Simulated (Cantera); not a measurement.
Mixture: CH4 : H2 : O2 : N2 = 1 : 1 : 1.39 : 7.08 (molar parts), equivalence ratio 1.8, at 0.760 bar, adiabatic and at constant pressure. Ignition delay is the time to a rise of 400 K.

Cantera simulation using GRI-Mech 3.0 (53 species, 325 reactions); the numbers are that mechanism's predictions, not measurements.

At T0 = 1525 K, what is the delay, and which 6 reactions control it most (d ln τ / d ln k, from doubling and halving each rate constant)?

The delay is 0.227 ms.
| reaction | d ln τ / d ln k | faster rate |
|---|---|---|
| H + O2 <=> O + OH | -1.13 | shortens it |
| CH4 + H <=> CH3 + H2 | 0.25 | lengthens it |
| 2 CH3 (+M) <=> C2H6 (+M) | 0.19 | lengthens it |
| CH4 + OH <=> CH3 + H2O | 0.18 | lengthens it |
| H2 + OH <=> H + H2O | -0.16 | shortens it |
| H2 + O <=> H + OH | -0.10 | shortens it |
